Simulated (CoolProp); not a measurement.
A simple Rankine cycle with n-butane: condensing at 295.15 K, boiler at 1.24 MPa, turbine inlet 364.7 K, turbine efficiency 0.75, pump efficiency 0.6, no recuperator. Each further row changes one setting.

Model: reference Helmholtz-energy equation of state, Bücker 2006, in CoolProp.

```csv
case,thermal efficiency (%),net work (kJ/kg),heat in (kJ/kg),turbine exit temperature (K),volume ratio over the turbine
as stated,11.2,51.1,459,318.8,6.01
turbine inlet 384.7 K,11.1,56.4,506,341.2,5.81
condensing temperature 287.15 K,12.4,59.2,478,313.3,7.76
boiler pressure 0.868 MPa,9.2,43.8,475,331.2,3.98
turbine efficiency 0.65,9.6,43.9,459,322.7,6.10
```
